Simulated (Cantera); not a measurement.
A perfectly stirred reactor is fed with NH3 : H2 = 1 : 0.22 (molar parts), at 1.00 atm; it is held at 2200 K, and followed from long to short residence time.

Computed with Cantera and the gas-phase N/H chemistry of the illustrative SiF4/NH3 mechanism in the Surface Chemkin manual (1991). Walls and surfaces, which speed up NH3 decomposition in real reactors, are not modelled.

x: mole fraction; the columns are a selection and need not sum to one.

| τ (s) | x NH3 | x H2 | x N2H4 | x H | x N | x NH2 |
|---|---|---|---|---|---|---|
| 0.64 | 0.00514 | 0.768 | 6.90e-10 | 0.00387 | ___ | 8.01e-5 |
| 0.30 | 0.0102 | 0.764 | 1.86e-9 | 0.00319 | 3.34e-6 | 0.000131 |
| 0.14 | 0.0215 | 0.757 | 5.21e-9 | 0.00250 | 3.46e-6 | 0.000220 |
| 0.067 | 0.0440 | 0.741 | 1.37e-8 | 0.00195 | 3.49e-6 | 0.000357 |
| 0.031 | 0.0890 | 0.709 | 3.58e-8 | 0.00149 | 3.48e-6 | 0.000576 |
| 0.015 | 0.163 | 0.655 | 8.16e-8 | 0.00113 | 3.41e-6 | 0.000870 |
| 0.0070 | 0.283 | 0.568 | 1.72e-7 | 0.000825 | 3.26e-6 | 0.00126 |
| 0.0033 | 0.430 | 0.461 | 3.07e-7 | 0.000588 | 3.02e-6 | 0.00169 |
| 0.0016 | 0.569 | 0.360 | 4.56e-7 | 0.000425 | ___ | 0.00206 |
| 0.00073 | 0.683 | 0.278 | 5.91e-7 | 0.000313 | ___ | 0.00234 |
| 0.00035 | 0.748 | 0.230 | 6.67e-7 | 0.000252 | ___ | 0.00249 |

Some entries are withheld; supply them.


- 0.64, x N: 2.99e-6
- 0.0016, x N: 2.72e-6
- 0.00073, x N: 2.39e-6
- 0.00035, x N: 2.10e-6
